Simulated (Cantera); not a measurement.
A closed system holds: 1 mol CuO, 2.5 mol C, 0.094 mol CO, held at 0.100 bar.

Cantera equilibrium calculation (NASA polynomials, part measured and part estimated; ideal gas, pure solids and liquids). Candidate condensed phases: C, Cu, CuO, Cu2O; 15 gas species. Equilibrium is a limit: real reactors are often held back by kinetics, nucleation or transport. All values below are at 1377 °C.

Base state: CO 0.999, Cu 0.000812, CO2 2.00e-5 (mole fractions); condensed: C(graphite) + Cu(l).

What changes in the equilibrium state with this change: C from 2.5 to 0.84 mol?


| species | before | after |
|---|---|---|
| CO | 0.999 | 0.828 |
| CO2 | 2.00e-5 | 0.171 |
| Cu | 0.000812 | 0.000812 |
| C(graphite), mol | 1.50 | 0 |
| Cu(l), mol | 0.999 | 0.999 |
